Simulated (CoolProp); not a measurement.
Sulfur hexafluoride along the isotherm 263.1 K: Z from the reference equation and from simpler models built on Tc = 318.7 K, pc = 3755 kPa, ω = 0.210; each cubic takes its own stable root.

The numbers come from the reference Helmholtz-energy equation of state, Guder 2009 in CoolProp.

| p (kPa) | phase | reference |
|---|---|---|
| 188 | gas | 0.9679 |
| 375 | gas | 0.9338 |
| 563 | gas | 0.8969 |
| 751 | gas | 0.8565 |
| 1130 | liquid | 0.04634 |
| 1310 | liquid | 0.05365 |
| 1500 | liquid | 0.06135 |
| 1690 | liquid | 0.06903 |
| 1880 | liquid | 0.07669 |

Problem. How far does each simpler model (van der Waals, Peng-Robinson) lie from the reference over these 9 states: mean and median of the absolute difference, and the worst?

Solution. 
- van der Waals: mean 484.6 %, median 57.4 %, worst +1700.8 % at 263.1 K and 1130 kPa
- Peng-Robinson: mean 3.0 %, median 4.9 %, worst -5.3 % at 263.1 K and 1880 kPa

At some of these states van der Waals gives the other phase, because its saturation line lies elsewhere.
